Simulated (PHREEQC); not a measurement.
Copper plating or etch bath

Solution (4.1 °C): 0.029 mol/kgw Cu(NO3)2, 0.00014 mol/kgw HBF4 and 0.0027 mol/kgw Cu(BF4)2. Closed to the air; pH follows from the charge balance.

Computed with PHREEQC (ion-association model, wateq4f.dat).

No solid was allowed to form.

Q: What pH does the model give?

A: pH 2.88.

Q: In which forms is Cu present?

A: Cu+2 99 %, CuF+ 1.2 % of the Cu.

At this temperature some constants are extrapolated from 25 °C, and those without enthalpy data are left unchanged. Real BF4- forms and hydrolyses slowly; the run takes it at equilibrium.
